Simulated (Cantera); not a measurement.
Charge: 1 mol SiF₄, 0.47 mol O₂, at 1725 °C and 8.50 Pa.

Equilibrium computed with Cantera from the NASA thermochemical tables; the gas is ideal and each condensed phase is pure. Candidate condensed phases: Si, SiO₂; 17 gas species. The tables' values for SiF₃, SiO₂, SiF₂ are old estimates; treat these amounts as uncertain. Rates play no part.

Base state: SiF₄ 0.641, O₂ 0.287, O 0.0383, F 0.0211, SiF₃ 0.0107, SiO 0.00241, SiO₂ 0.000148, SiF₂ 5.28e-5 (mole fractions); condensed: gas only.

What changes in the equilibrium state with this change: temperature from 1725 °C to 650 °C?


```tsv
species	before	after
SiF₄	0.641	0.680
O₂	0.287	0.320
O	0.0383	<1e-9
F	0.0211	<1e-9
SiF₃	0.0107	<1e-9
SiO	0.00241	<1e-9
SiO₂	0.000148	<1e-9
```
